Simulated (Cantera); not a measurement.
An isothermal, constant-pressure homogeneous reactor starts with 69.4 % CH4, 30.6 % CO2, at 1425 K and 530000 Pa.

Computed with Cantera and GRI-Mech 3.0 (53 species, 325 reactions). GRI-Mech 3.0 stops at C3 and has no aromatics, soot or wall deposition, so with more carbon than oxygen in the feed, carbon stays in small species such as C2H2 where larger ones or solid carbon would form.

x: mole fraction; the columns are a selection and need not sum to one.

| t (s) | x CH4 | x CO2 | x CH3 | x H2O | x HO2 |
|---|---|---|---|---|---|
| 7.00e-5 | 0.694 | 0.306 | 2.52e-5 | 7.38e-8 | <1e-12 |
| 0.000165 | 0.694 | 0.306 | 3.13e-5 | 1.82e-7 | <1e-12 |
| 0.000387 | 0.694 | 0.306 | 3.28e-5 | 4.48e-7 | <1e-12 |
| 0.000910 | 0.694 | 0.306 | 3.55e-5 | 1.13e-6 | <1e-12 |
| 0.00214 | 0.693 | 0.306 | 4.07e-5 | 3.10e-6 | <1e-12 |
| 0.00503 | 0.691 | 0.305 | 4.90e-5 | 1.03e-5 | <1e-12 |
| 0.0118 | 0.686 | 0.305 | 5.73e-5 | 4.55e-5 | <1e-12 |
| 0.0278 | 0.673 | 0.303 | 5.86e-5 | (withheld) | <1e-12 |
| 0.0654 | 0.642 | 0.297 | (withheld) | (withheld) | <1e-12 |
| 0.154 | 0.579 | 0.281 | 4.60e-5 | 0.00659 | <1e-12 |
| 0.362 | 0.478 | 0.244 | 3.99e-5 | 0.0269 | <1e-12 |
| 0.851 | 0.354 | 0.166 | 3.77e-5 | 0.0851 | <1e-12 |
| 2.00 | 0.276 | 0.0818 | 3.59e-5 | 0.150 | <1e-12 |

**Question.** Some entries are withheld; supply them.

**Answer.** 
- 0.0278, x H2O: 0.000248
- 0.0654, x CH3: 5.35e-5
- 0.0654, x H2O: 0.00135
